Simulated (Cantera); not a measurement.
Feed: 1 mol Si, 0.47 mol H2O, 250 mol H2, equilibrated at 2248 K.

Cantera equilibrium calculation (NASA polynomials, part measured and part estimated; ideal gas, pure solids and liquids). Candidate condensed phases: H2O, Si, SiO2; 18 gas species. The numbers say what is thermodynamically allowed, not how fast it happens.

**Question.** At 10.0 Pa, list the 4 most abundant gas species with their mole fractions, and the condensed phases.

**Answer.** H 0.512, H2 0.485, Si 0.00156, SiO 0.00139. Condensed: gas only.
